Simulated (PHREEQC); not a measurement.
Model water analysis in mg/L, 70 °C, pH 6.46, pe 8.7:

```csv
constituent,mg/L
Na,387
K,12.7
Ca,100
Mg,59.1
Cl,645
S(6) as SO4,232
Alkalinity as HCO3,270
Pb,5.82
Li,0.0715
Zn,18
```

Valence states are taken as typed.

The numbers come from PHREEQC with the ion-association model, phreeqc.dat.

No solid was allowed to form.

**Question.** Order these Mg species by the share of Mg that they hold, largest first: MgHCO3+, Mg+2, MgSO4.

**Answer.** Mg+2 (77 %), MgSO4 (20 %), MgHCO3+ (2.8 %)

**Question.** Order these C species by the share of C that they hold, largest first: CO2, CaHCO3+, HCO3-, ZnHCO3+, MgHCO3+.

**Answer.** HCO3- (61 %), CO2 (36 %), CaHCO3+ (1.2 %), MgHCO3+ (1.00 %), ZnHCO3+ (0.64 %)

The pH is 6.46 and the ionic strength 0.0316 mol/kgw. Saturation is exceeded, for instance for Cerussite, Pb(OH)2; the values hold only as long as no solid forms. Complexes and solids missing from the database can't appear. Away from 25 °C the constants follow the database's enthalpies or fits; those with neither stay at their 25 °C values. The database's zinc carbonate complexes are estimates, stronger than later reviews accept.
